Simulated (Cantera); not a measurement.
Feed: 1 mol Si₃N₄, 0.011 mol CO₂, 250 mol H₂, equilibrated at 0.00300 bar.

Cantera equilibrium calculation (NASA polynomials, part measured and part estimated; ideal gas, pure solids and liquids). Candidate condensed phases: C, C₆H₆, C₇H₈, C₈H₁₈, H₂O, Si, SiC, SiO₂, Si₂N₂O, Si₃N₄; 151 gas species. The numbers say what is thermodynamically allowed, not how fast it happens. All values below are at 627 °C.

Base state: H₂ 1.000, CH₄ 4.40e-5, N₂ 2.93e-5 (mole fractions); condensed: Si₂N₂O(s) + Si₃N₄(s).

### Question
What changes in the equilibrium state with this change: Si₃N₄ replaced by SiC?

### Answer
| species | before | after |
|---|---|---|
| H₂ | 1.000 | 1.000 |
| CH₄ | 4.40e-5 | 8.80e-5 |
| N₂ | 2.93e-5 | 0 |
| Si₂N₂O(s), mol | 0.0220 | 0 |
| Si₃N₄(s), mol | 0.985 | 0 |
| SiC(s), mol | 0 | 0.989 |
| SiO₂(β-quartz), mol | 0 | 0.0110 |
